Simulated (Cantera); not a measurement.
What does this Cantera script print?

```python
import numpy as np
import cantera as ct

surf = ct.Interface("ptcombust.yaml", "Pt_surf")
gas = surf.adjacent["gas"]
gas.TPX = 300, 3000, {'CH4': 0.017, 'O2': 0.054, 'N2': 0.79}
jet = ct.ImpingingJet(gas=gas, width=0.087, surface=surf)
jet.inlet.mdot, jet.inlet.T, jet.inlet.X = 0.071, 300, {'CH4': 0.017, 'O2': 0.054, 'N2': 0.79}
jet.set_refine_criteria(ratio=10, slope=0.2, curve=0.3)
show, cover = ['CH4', 'O2', 'H2O', 'OH', 'CO', 'CO2'], ["PT(S)", "H(S)", "O(S)", "OH(S)", "CO(S)", "C(S)"]

rows = []
print(f"{'Ts/K':>7s}" + "".join(f"{s:>11s}" for s in show + cover) + "   (gas at the wall, coverages)")
for i, Ts in enumerate([950, 1000, 1050, 1100, 1150, 1200, 1250, 1300]):
    jet.surface.T = Ts
    if i == 0:
        surf.TP = Ts, 3000
        surf.coverages = "PT(S):0.5, O(S):0.5"
        surf.advance_coverages(1.0)
        jet.set_initial_guess(products="inlet")
    jet.solve(loglevel=0, auto=(i == 0))
    rows.append([*(jet.X[gas.species_index(s), -1] for s in show), *surf[cover].coverages])
    print(f"{Ts:7g}" + "".join(f"{x:11.3e}" for x in rows[-1]))
```

Output:

```
   Ts/K        CH4         O2        H2O         OH         CO        CO2      PT(S)       H(S)       O(S)      OH(S)      CO(S)       C(S)   (gas at the wall, coverages)
    950  1.018e-02  4.246e-02  1.778e-02  9.890e-08  7.206e-06  1.167e-02  3.912e-01  1.578e-07  6.082e-01  6.145e-04  4.519e-06  2.163e-08
   1000  8.173e-03  3.821e-02  2.147e-02  2.666e-07  8.081e-06  1.411e-02  4.737e-01  3.224e-07  5.257e-01  5.747e-04  3.268e-06  2.043e-08
   1050  6.672e-03  3.505e-02  2.420e-02  6.365e-07  9.139e-06  1.593e-02  5.521e-01  5.910e-07  4.473e-01  5.141e-04  2.385e-06  1.899e-08
   1100  5.637e-03  3.287e-02  2.603e-02  1.368e-06  1.064e-05  1.718e-02  6.245e-01  9.986e-07  3.750e-01  4.459e-04  1.805e-06  1.790e-08
   1150  4.853e-03  3.125e-02  2.742e-02  2.708e-06  1.260e-05  1.810e-02  6.897e-01  1.592e-06  3.099e-01  3.802e-04  1.403e-06  1.700e-08
   1200  4.283e-03  3.010e-02  2.841e-02  4.974e-06  1.532e-05  1.874e-02  7.478e-01  2.432e-06  2.519e-01  3.194e-04  1.136e-06  1.655e-08
   1250  3.873e-03  2.930e-02  2.908e-02  8.586e-06  1.911e-05  1.917e-02  7.974e-01  3.569e-06  2.023e-01  2.656e-04  9.538e-07  1.645e-08
   1300  3.575e-03  2.877e-02  2.952e-02  1.402e-05  2.436e-05  1.944e-02  8.392e-01  5.083e-06  1.606e-01  2.191e-04  8.296e-07  1.673e-08
```

Detailed kinetics in Cantera: Deutschmann's 1995 Pt surface mechanism with GRI-Mech 3.0 gas chemistry. Catalytic surfaces can have several steady states; this one follows from the mechanism file's or the stated starting coverage.
